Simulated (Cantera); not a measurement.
Input: 1 mol Si₃N₄, 0.53 mol NF₃, 20 mol N₂, held at 650 °C and 5.30 Pa.

These are equilibrium values from Cantera (NASA tables, ideal gas, pure condensed phases), not measurements of a reactor. Candidate condensed phases: Si, Si₃N₄; 16 gas species. Kinetics and transport are ignored.

Base state: N₂ 0.981, SiF₄ 0.0190 (mole fractions); condensed: Si₃N₄(s).

What changes in the equilibrium state with this change: NF₃ from 0.53 to 14 mol?


```
species        before    after
-------------  ------  -------
F               <1e-9    0.474
N₂              0.981    0.471
SiF₄           0.0190   0.0487
F₂              <1e-9  0.00645
Si₃N₄(s), mol   0.867        0
```
